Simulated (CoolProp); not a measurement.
The fluid at 298.15 K and 1.36 MPa is compressed adiabatically to 2.27 MPa with isentropic efficiency 0.8. The same conditions are run with several fluids, on thermodynamics alone (safety and materials aside).

Computed with CoolProp (reference Helmholtz-energy equation of state of each fluid (hydrogen sulfide: Lemmon 2006; carbon monoxide: Lemmon 2006; ethane: Bücker 2006; R13: Platzer 1990; C2F6 (R116): Lemmon 2006)). The equations of Platzer and Polt are older, rougher fits.

**Question.** Rank hydrogen sulfide, carbon monoxide, ethane, R13, C2F6 (R116) by work (kJ/kg), highest first.

**Answer.** carbon monoxide (61.0), ethane (48.4), hydrogen sulfide (43.8), R13 (13.3), C2F6 (R116) (9.57)

```csv
fluid,final temperature (K),final density (kg/m³)
hydrogen sulfide,346.8,30.4
carbon monoxide,357.0,21.4
ethane,331.0,28.6
R13,325.4,106
C2F6 (R116),317.3,152
```
